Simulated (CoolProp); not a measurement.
A closed Brayton cycle with carbon dioxide: compressor inlet 308.15 K and 9.2 MPa, high pressure 22.2 MPa, turbine inlet 705 K, compressor efficiency 0.85, turbine efficiency 0.85, recuperator effectiveness 0 (on enthalpy, no pinch check). Each further row changes one setting.

The numbers come from the reference Helmholtz-energy equation of state, Span 1996 in CoolProp.

| case | thermal efficiency (%) | net work (kJ/kg) | compressor to turbine work | compressor exit (K) | turbine exit (K) |
|---|---|---|---|---|---|
| as stated | 12.4 | 70.7 | 0.23 | 332.3 | 612.7 |
| turbine inlet 655 K | 12.3 | ? | 0.25 | 332.3 | 565.9 |
| compressor inlet 318.15 K | 12.4 | 58.7 | ? | 373.3 | 612.7 |
| high pressure 18.9 MPa | ? | ? | 0.21 | ? | 629.3 |
| recuperator effectiveness 0.5 | 18.1 | 70.7 | 0.23 | 332.3 | 612.7 |

Problem. Some entries are withheld; supply them.

Solution. 
- turbine inlet 655 K, net work (kJ/kg): 62.6
- compressor inlet 318.15 K, compressor to turbine work: 0.36
- high pressure 18.9 MPa, thermal efficiency (%): 10.4
- high pressure 18.9 MPa, net work (kJ/kg): 60.2
- high pressure 18.9 MPa, compressor exit (K): 327.2
